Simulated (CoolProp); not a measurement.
Ethanol along the isotherm 586.6 K: density (kg/m³) from the reference equation and from simpler models built on Tc = 514.7 K, pc = 6.268 MPa, ω = 0.644; each cubic takes its own stable root.

Model: reference Helmholtz-energy equation of state, Schroeder 2014, in CoolProp.

| p (MPa) | phase | reference |
|---|---|---|
| 2.09 | gas | 20.89 |
| 4.18 | gas | 44.62 |
| 6.27 | supercritical | 72.59 |
| 8.36 | supercritical | 107.5 |
| 10.4 | supercritical | 153.1 |
| 12.5 | supercritical | 215.3 |
| 14.6 | supercritical | 281.3 |
| 16.7 | supercritical | 332.6 |
| 18.8 | supercritical | 369.6 |
| 20.9 | supercritical | 397.7 |
| 23 | supercritical | 420.1 |
| 25.1 | supercritical | 438.6 |
| 27.2 | supercritical | 454.2 |
| 29.3 | supercritical | 467.6 |
| 31.3 | supercritical | 478.9 |

Question: How far does each simpler model (ideal gas, Redlich-Kwong) lie from the reference over these 15 states: mean and median of the absolute difference, and the worst?

Answer: 
- ideal gas: mean 37.7 %, median 43.4 %, worst -52.6 % at 586.6 K and 16.7 MPa
- Redlich-Kwong: mean 11.0 %, median 12.0 %, worst +20.0 % at 586.6 K and 10.4 MPa
